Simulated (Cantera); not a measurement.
Input: 1 mol B2O3, 1.3 mol H2, 99 mol N2, at 1350 K.

Cantera equilibrium calculation (NASA polynomials, part measured and part estimated; ideal gas, pure solids and liquids). Candidate condensed phases: B, BN, B2O3, B3O3H3, H2O; 39 gas species. N2 is the only nitrogen source here; it is nearly inert below about 1500 K, so the nitride shown seldom forms there in practice. Mutual solubility and eutectic melting of coexisting phases are not modelled. Gases not in the tables: H3BO3. Kinetics and transport are ignored.

log p: log10 of the partial pressure in bar; n: condensed amount in mol.

```csv
P (Pa),log p N2,log p H2,log p B2O3,log p HBO2,n B2O3(l),n BN(s)
10,-4.01,-5.92,-6.15,?,0.164,0
28,-3.56,-5.46,-6.15,?,0.674,0.0124
77,-3.12,-5.01,-6.15,?,0.860,0.0142
220,-2.66,-4.55,-6.15,?,0.936,0.0124
600,-2.23,-4.12,-6.15,?,0.965,0.0102
1700,-1.78,-3.66,-6.15,?,0.980,0.00848
4600,-1.34,-3.23,-6.15,?,0.986,0.00747
13000,-0.89,-2.78,-6.15,?,0.990,0.00717
36000,-0.45,-2.33,-6.15,?,0.992,0.00763
100000,-0.01,-1.89,-6.15,?,0.993,0.00895
```

### Question
What belongs in the gaps?

### Answer

- 10, log p HBO2: -6.91
- 28, log p HBO2: -6.63
- 77, log p HBO2: -6.33
- 220, log p HBO2: -6.02
- 600, log p HBO2: -5.73
- 1700, log p HBO2: -5.43
- 4600, log p HBO2: -5.14
- 13000, log p HBO2: -4.84
- 36000, log p HBO2: -4.54
- 100000, log p HBO2: -4.25
